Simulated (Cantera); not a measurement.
A closed system holds: 1 mol CaCO3, 4.2 mol H2O, at 1498 K and 17.0 Pa.

Method: chemical equilibrium by Gibbs-energy minimisation in Cantera with the NASA 1993 tables (ideal gas, pure condensed phases). Candidate condensed phases: C, C6H6, C7H8, C8H18, Ca, CaCO3, CaO, Ca(OH)2, H2O; 115 gas species. Rates play no part.

Base state: H2O 0.803, CO2 0.190, H2 0.00258, O2 0.00194, CO 0.00157, OH 0.000591, H 6.69e-5, O 1.33e-5 (mole fractions); condensed: CaO(s).

Question: What changes in the equilibrium state with this change: pressure from 17.0 Pa to 100000 Pa?

Answer: 
```json
[
 {"species": "H2O", "before": "0.803", "after": "0.807"},
 {"species": "CO2", "before": "0.190", "after": "0.192"},
 {"species": "H2", "before": "0.00258", "after": "0.000143"},
 {"species": "O", "before": "1.33e-5", "after": "4.09e-8"},
 {"species": "H", "before": "6.69e-5", "after": "2.06e-7"},
 {"species": "O2", "before": "0.00194", "after": "0.000108"},
 {"species": "OH", "before": "0.000591", "after": "3.29e-5"},
 {"species": "CO", "before": "0.00157", "after": "8.80e-5"},
 {"species": "CaO(s), mol", "before": "1.000", "after": "1.000"}
]
```

Question: What changes in the equilibrium state with this change: H2O from 4.2 to 0.05 mol?

Answer: 
| species | before | after |
|---|---|---|
| CO2 | 0.190 | 0.943 |
| H2O | 0.803 | 0.0473 |
| CO | 0.00157 | 0.00617 |
| H2 | 0.00258 | 0.000120 |
| H | 6.69e-5 | 1.44e-5 |
| OH | 0.000591 | 0.000161 |
| O2 | 0.00194 | 0.00310 |
| CaO(s), mol | 1.000 | 1.00 |

Question: What changes in the equilibrium state with this change: temperature from 1498 K to 1600 K?

Answer: 
```json
[
 {"species": "H2O", "before": "0.803", "after": "0.796"},
 {"species": "CO2", "before": "0.190", "after": "0.187"},
 {"species": "H2", "before": "0.00258", "after": "0.00592"},
 {"species": "O", "before": "1.33e-5", "after": "7.60e-5"},
 {"species": "H", "before": "6.69e-5", "after": "0.000321"},
 {"species": "OH", "before": "0.000591", "after": "0.00169"},
 {"species": "CO", "before": "0.00157", "after": "0.00418"},
 {"species": "O2", "before": "0.00194", "after": "0.00467"},
 {"species": "CaO(s), mol", "before": "1.000", "after": "1.000"}
]
```
